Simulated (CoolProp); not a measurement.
Vapour-liquid equilibrium of propylene (1) + 1-butene (2) at 251.7 K; x and y are mole fractions of (1).

Model: multi-fluid Helmholtz-energy mixture model, Lemmon 2013 and Lemmon 2005; pair parameters Bell 2016, in CoolProp.

| x | bubble pressure, mixture model (kPa) | bubble pressure, Raoult's law (kPa) | y, mixture model | y, Raoult's law |
|---|---|---|---|---|
| 0.05 | (withheld) | 65.72 | 0.212 | 0.221 |
| 0.125 | 82.57 | 83.45 | 0.420 | 0.435 |
| 0.2 | 99.85 | 101.2 | 0.558 | 0.574 |
| 0.275 | (withheld) | 118.9 | 0.656 | 0.671 |
| 0.35 | 134.6 | 136.6 | 0.729 | 0.744 |
| 0.425 | 152.1 | 154.4 | 0.786 | 0.799 |
| 0.5 | (withheld) | 172.1 | 0.831 | 0.843 |
| 0.575 | (withheld) | 189.8 | 0.869 | 0.879 |
| 0.65 | 205.1 | 207.6 | (withheld) | 0.909 |
| 0.725 | 223.1 | 225.3 | 0.927 | 0.934 |
| 0.8 | 241.2 | 243.0 | 0.950 | 0.956 |
| 0.875 | 259.4 | 260.8 | (withheld) | 0.974 |
| 0.95 | 277.9 | 278.5 | 0.989 | 0.990 |

Q: Complete the blanks.

A: 
- 0.05, bubble pressure, mixture model (kPa): 65.35
- 0.275, bubble pressure, mixture model (kPa): 117.2
- 0.5, bubble pressure, mixture model (kPa): 169.7
- 0.575, bubble pressure, mixture model (kPa): 187.3
- 0.65, y, mixture model: 0.900
- 0.875, y, mixture model: 0.971

The largest gap from Raoult's law is -1.5 % in bubble pressure, at x = 0.35. No azeotrope shows between x = 0.05 and 0.95.

Pair parameters are fitted to limited data, so mixtures are less certain than the pure fluids.
